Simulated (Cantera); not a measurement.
What does this Cantera script print?

```python
import numpy as np
import cantera as ct

gas = ct.Solution("gri30.yaml")
gas.TPX = 1125, 500000, {'CH2O': 0.0062, 'O2': 0.01, 'N2': 1}
reactor = ct.IdealGasConstPressureReactor(gas, energy="off", clone=False)
net = ct.ReactorNet([reactor])
net.rtol, net.atol = 1e-08, 1e-18
show = ['CH2O', 'O2', 'NO', 'H2O', 'CH4']
times = np.geomspace(3e-06, 10, 15)

steps = ct.SolutionArray(gas, extra=["t"])
rows = []
print(f"{'t/s':>10s}{'T/K':>9s}{'P/Pa':>11s}" + "".join(f"{s:>11s}" for s in show))
for t in times:
    while net.time < t:
        t_next = net.step()
        steps.append(gas.state, t=t_next)
    rows.append([np.interp(t, steps.t, y) for y in (steps.T, steps.P, *steps(*show).X.T)])
    print(f"{t:10.3e}{rows[-1][0]:9.1f}{rows[-1][1]:11.4g}" + "".join(f"{x:11.3e}" for x in rows[-1][2:]))
rate = np.gradient(steps.T, steps.t)
print("integrator steps:", len(steps.t))
if steps.T.max() > steps.T[0] + 200:
    print(f"time of steepest temperature rise: {steps.t[rate.argmax()]:.4e} s")
gas.TPX = 1125, 500000, {'CH2O': 0.0062, 'O2': 0.01, 'N2': 1}
gas.equilibrate("TP")
print(f"equilibrium (TP): T = {gas.T:.1f} K  " + "  ".join(f"{s} {gas[s].X[0]:.3e}" for s in show))
```

It prints:

```
       t/s      T/K       P/Pa       CH2O         O2         NO        H2O        CH4
 3.000e-06   1125.0      5e+05  6.101e-03  9.841e-03  1.686e-21  2.758e-10  1.159e-18
 8.771e-06   1125.0      5e+05  6.101e-03  9.840e-03  8.917e-21  1.249e-09  2.045e-17
 2.564e-05   1125.0      5e+05  6.101e-03  9.840e-03  4.296e-20  7.515e-09  3.436e-16
 7.497e-05   1125.0      5e+05  6.100e-03  9.839e-03  3.119e-19  1.011e-07  8.202e-15
 2.192e-04   1125.0      5e+05  6.088e-03  9.832e-03  8.967e-18  2.347e-06  4.443e-13
 6.408e-04   1125.0      5e+05  5.677e-03  9.627e-03  3.931e-15  1.463e-04  1.034e-10
 1.873e-03   1125.0      5e+05  1.229e-04  7.628e-03  2.797e-11  3.968e-03  2.470e-09
 5.477e-03   1125.0      5e+05  1.046e-10  6.556e-03  1.308e-09  5.428e-03  6.571e-10
 1.601e-02   1125.0      5e+05  2.922e-11  5.936e-03  1.769e-09  5.888e-03  1.080e-10
 4.682e-02   1125.0      5e+05  7.971e-12  5.353e-03  2.535e-09  6.044e-03  5.435e-12
 1.369e-01   1125.0      5e+05  2.282e-12  4.627e-03  4.629e-09  6.078e-03  1.335e-14
 4.002e-01   1125.0      5e+05  1.541e-13  3.986e-03  6.851e-09  6.094e-03  2.360e-19
 1.170e+00   1125.0      5e+05  1.058e-15  3.771e-03  5.782e-09  6.100e-03  2.845e-24
 3.420e+00   1125.0      5e+05  1.982e-19  3.740e-03  1.101e-08  6.101e-03  3.649e-28
 1.000e+01   1125.0      5e+05  1.045e-25  3.739e-03  1.786e-08  6.101e-03  1.896e-30
integrator steps: 1970
equilibrium (TP): T = 1125.0 K  CH2O 3.282e-26  O2 3.731e-03  NO 1.590e-05  H2O 6.101e-03  CH4 1.124e-39
```

Cantera simulation using GRI-Mech 3.0 (53 species, 325 reactions); the numbers are that mechanism's predictions, not measurements.
